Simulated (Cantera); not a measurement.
A closed system holds: 1 mol SiF4, 6.2 mol N2O, 1.5 mol N2, held at 1252 °C and 28.0 Pa.

These are equilibrium values from Cantera (NASA tables, ideal gas, pure condensed phases), not measurements of a reactor. Candidate condensed phases: Si, SiO2, Si2N2O, Si3N4; 28 gas species. The numbers say what is thermodynamically allowed, not how fast it happens.

Base state: N2 0.652, O2 0.262, SiF4 0.0847, NO 0.00140, O 0.000173, F 2.33e-5 (mole fractions); condensed: gas only.

Question: What changes in the equilibrium state with this change: temperature from 1252 °C to 400 °C?

Answer: 
```json
[
 {"species": "N2", "before": "0.652", "after": "0.653"},
 {"species": "O2", "before": "0.262", "after": "0.263"},
 {"species": "SiF4", "before": "0.0847", "after": "0.0847"},
 {"species": "NO", "before": "0.00140", "after": "1.53e-7"},
 {"species": "O", "before": "0.000173", "after": "<1e-9"},
 {"species": "F", "before": "2.33e-5", "after": "<1e-9"}
]
```

Question: What changes in the equilibrium state with this change: SiF4 replaced by SiCl4?

Answer: 
| species | before | after |
|---|---|---|
| N2 | 0.652 | 0.560 |
| Cl | 0 | 0.282 |
| O2 | 0.262 | 0.152 |
| SiF4 | 0.0847 | 0 |
| Cl2 | 0 | 0.00468 |
| ClO | 0 | 4.38e-5 |
| F | 2.33e-5 | 0 |
| NO | 0.00140 | 0.000991 |
| O | 0.000173 | 0.000132 |
| SiO2(β-quartz), mol | 0 | 1.00 |
The tables hold silica as quartz up to 1696 K and as liquid above; real silica turns to tridymite and cristobalite and melts near 1996 K.
